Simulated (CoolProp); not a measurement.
C2F6 (R116) along the isotherm 303.8 K: fugacity coefficient from the reference equation and from simpler models built on Tc = 293.0 K, pc = 3.048 MPa, ω = 0.257; each cubic takes its own stable root.

Values from CoolProp's reference Helmholtz-energy equation of state, Lemmon 2006. It is a short technical equation, of lower accuracy than the large ones.

| p (MPa) | phase | reference | van der Waals | Redlich-Kwong | Soave-Redlich-Kwong | Peng-Robinson |
|---|---|---|---|---|---|---|
| 0.109 | gas | 0.9895 | 0.9903 | 0.9890 | 0.9892 | 0.9879 |
| 0.218 | gas | 0.9790 | 0.9806 | 0.9781 | 0.9785 | 0.9759 |
| 0.327 | gas | 0.9686 | 0.9709 | 0.9673 | 0.9679 | 0.9640 |
| 0.435 | gas | 0.9583 | 0.9613 | 0.9566 | 0.9573 | 0.9523 |
| 0.544 | gas | 0.9479 | 0.9517 | 0.9458 | 0.9468 | 0.9406 |
| 0.653 | gas | 0.9375 | 0.9420 | 0.9351 | 0.9362 | 0.9289 |
| 0.762 | gas | 0.9272 | 0.9324 | 0.9244 | 0.9257 | 0.9173 |
| 0.871 | gas | 0.9169 | 0.9228 | 0.9138 | 0.9153 | 0.9058 |
| 0.98 | gas | 0.9066 | 0.9132 | 0.9032 | 0.9049 | 0.8944 |
| 1.09 | gas | 0.8962 | 0.9035 | 0.8925 | 0.8944 | 0.8829 |
| 1.2 | gas | 0.8859 | 0.8938 | 0.8819 | 0.8840 | 0.8715 |
| 1.31 | gas | 0.8756 | 0.8841 | 0.8713 | 0.8736 | 0.8602 |
| 1.41 | gas | 0.8662 | 0.8752 | 0.8617 | 0.8642 | 0.8499 |
| 1.52 | gas | 0.8559 | 0.8655 | 0.8512 | 0.8539 | 0.8387 |
